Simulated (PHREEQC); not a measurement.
A solution holds 0.0032 mol/kgw Cu(NO3)2 and 0.0026 mol/kgw HBF4, at 60 °C. Closed to the air; pH follows from the charge balance.

Equilibrium calculation in PHREEQC: ion-association model, phreeqc.dat.

This is a speciation only: nothing precipitates in the calculation.

### Question
Estimate the pH.

### Answer
pH 2.70.

### Question
In which forms is F present?

### Answer
HF 48 %, BF4- 35 %, F- 9.2 %, BF3OH- 4.0 %, BF2(OH)2- 2.5 % of the F.

At this temperature some constants are extrapolated from 25 °C, and those without enthalpy data are left unchanged. Real BF4- forms and hydrolyses slowly; the run takes it at equilibrium.
